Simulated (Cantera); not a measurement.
# Low-pressure radical oxidation in H2/O2

An isothermal, constant-pressure homogeneous reactor starts with H2 : O2 : N2 = 0.022 : 1 : 0.37 (molar parts), equivalence ratio 0.011, at 975 K and 550 Pa.

Computed with Cantera and the H2/O2 subset of GRI-Mech 3.0, which has no nitrogen chemistry. Radical loss at walls, strong at low pressure, is not modelled.

```tsv
t (s)	x H2	x O2	x O	x HO2	x H2O	x H	x H2O2
2.00e-5	0.0158	0.718	<1e-12	<1e-12	<1e-12	<1e-12	<1e-12
4.78e-5	0.0158	0.718	<1e-12	1.08e-12	<1e-12	1.03e-12	<1e-12
0.000114	0.0158	0.718	<1e-12	2.58e-12	<1e-12	2.32e-12	<1e-12
0.000274	0.0158	0.718	1.37e-12	6.17e-12	<1e-12	4.94e-12	<1e-12
0.000654	0.0158	0.718	6.61e-12	1.48e-11	1.73e-12	9.81e-12	<1e-12
0.00156	0.0158	0.718	3.04e-11	3.55e-11	1.64e-11	2.10e-11	<1e-12
0.00374	0.0158	0.718	1.71e-10	8.59e-11	1.59e-10	7.10e-11	<1e-12
0.00894	0.0158	0.718	2.47e-9	2.27e-10	3.14e-9	8.49e-10	<1e-12
0.0214	0.0158	0.718	7.96e-7	8.96e-9	1.07e-6	2.70e-7	1.16e-12
0.0511	0.00272	0.710	0.00641	1.81e-6	0.0108	0.00341	5.64e-8
0.122	0.000132	0.709	0.00720	1.26e-6	0.0148	0.00139	1.14e-8
0.292	6.37e-5	0.713	0.00376	1.00e-6	0.0154	0.000496	1.10e-8
0.699	2.10e-5	0.715	0.00127	6.50e-7	0.0158	9.49e-5	1.07e-8
1.67	4.80e-6	0.716	0.000301	3.21e-7	0.0159	1.08e-5	9.30e-9
4.00	9.23e-7	0.716	6.05e-5	1.24e-7	0.0159	9.73e-7	6.65e-9
```
x: mole fraction; the columns are a selection and need not sum to one.

Equilibrium at this temperature and pressure: H2 1.04e-11, O2 0.716, O 8.29e-10, HO2 1.69e-10, H2O 0.0159, H <1e-12, H2O2 2.03e-12 (gas phase only).
